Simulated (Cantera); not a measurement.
**Thermodynamics of abatement and gas-phase synthesis, feed N2O + H2**

Input: 1 mol N2O, 4.1 mol H2, equilibrated at 2.30 bar.

Method: chemical equilibrium by Gibbs-energy minimisation in Cantera with the NASA 1993 tables (ideal gas, pure condensed phases). Candidate condensed phases: H2O; 47 gas species. Ions and electrons are included (thermal ionisation). Rates play no part.

```tsv
T (K)	log p H	log p H2	log p N2	log p H2O	log p O	log p OH
2000	-2.72	0.15	-0.35	-0.35	-7.21	-4.21
2250	-2.06	0.14	-0.35	-0.35	-5.73	-3.37
2500	-1.53	0.14	-0.35	-0.35	-4.55	-2.70
2750	-1.10	0.13	-0.35	-0.36	-3.59	-2.16
3000	-0.75	0.10	-0.37	-0.39	-2.78	-1.72
3250	-0.47	0.06	-0.39	-0.45	-2.12	-1.37
3500	-0.24	-0.02	-0.42	-0.57	-1.58	-1.13
3750	-0.06	-0.12	-0.47	-0.79	-1.20	-1.01
4000	0.07	-0.27	-0.53	-1.14	-0.95	-1.03
4250	0.15	-0.46	-0.58	-1.58	-0.81	-1.16
4500	0.20	-0.68	-0.61	-2.07	-0.74	-1.35
4750	0.23	-0.90	-0.63	-2.58	-0.70	-1.57
5000	0.24	-1.13	-0.65	-3.06	-0.68	-1.78
```
log p: log10 of the partial pressure in bar; nothing condenses.

From 2000 K to 5000 K nothing is condensed.
